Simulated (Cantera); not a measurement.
Mixture: CO : H₂ : CH₄ : O₂ : N₂ = 1 : 1.2 : 0.19 : 2.11 : 7.95 (molar parts), at 680000 Pa, adiabatic and at constant pressure. Ignition delay is the time to a rise of 400 K.

Detailed kinetics in Cantera: GRI-Mech 3.0 (53 species, 325 reactions). Below about 1000 K GRI-Mech 3.0 lacks low-temperature oxidation paths. Below about 950 K walls govern HO2 and H2O2 in real vessels.

### Question
What does this change do: H2 1.2 to 0.39 parts?

### Answer
```json
[
 {"quantity": "delay at 900 K", "before": "0.116 s", "after": "0.132 s"},
 {"quantity": "delay at 1000 K", "before": "6.90 ms", "after": "7.62 ms"},
 {"quantity": "delay at 1100 K", "before": "0.441 ms", "after": "0.641 ms"},
 {"quantity": "delay at 1200 K", "before": "43.6 µs", "after": "0.109 ms"},
 {"quantity": "delay at 1300 K", "before": "12.8 µs", "after": "34.1 µs"},
 {"quantity": "apparent activation energy between 1200 and 1300 K", "before": "160 kJ/mol", "after": "150 kJ/mol"}
]
```
